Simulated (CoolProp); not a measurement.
Fluorine along the isotherm 113 K: Z from the reference equation and from simpler models built on Tc = 144.4 K, pc = 5240 kPa, ω = 0.045; each cubic takes its own stable root.

Computed with CoolProp (reference Helmholtz-energy equation of state, de Reuck 1990).

```json
[
 {"p (kPa)": "24.9", "phase": "gas", "reference": "0.9966"},
 {"p (kPa)": "44.2", "phase": "gas", "reference": "0.9940"},
 {"p (kPa)": "78.6", "phase": "gas", "reference": "0.9893"},
 {"p (kPa)": "140", "phase": "gas", "reference": "0.9808"},
 {"p (kPa)": "249", "phase": "gas", "reference": "0.9655"},
 {"p (kPa)": "442", "phase": "gas", "reference": "0.9374"},
 {"p (kPa)": "786", "phase": "gas", "reference": "0.8834"},
 {"p (kPa)": "1400", "phase": "liquid", "reference": "0.04424"},
 {"p (kPa)": "2490", "phase": "liquid", "reference": "0.07824"},
 {"p (kPa)": "4420", "phase": "liquid", "reference": "0.1376"},
 {"p (kPa)": "7860", "phase": "liquid", "reference": "0.2411"}
]
```

Problem. How far does each simpler model (van der Waals, Redlich-Kwong, Soave-Redlich-Kwong) lie from the reference over these 11 states: mean and median of the absolute difference, and the worst?

Solution. 
- van der Waals: mean 174.6 %, median 1.7 %, worst +1782.9 % at 113 K and 1400 kPa
- Redlich-Kwong: mean 0.9 %, median 0.3 %, worst +3.0 % at 113 K and 1400 kPa
- Soave-Redlich-Kwong: mean 0.9 %, median 0.3 %, worst +2.9 % at 113 K and 1400 kPa

At some of these states van der Waals gives the other phase, because its saturation line lies elsewhere.
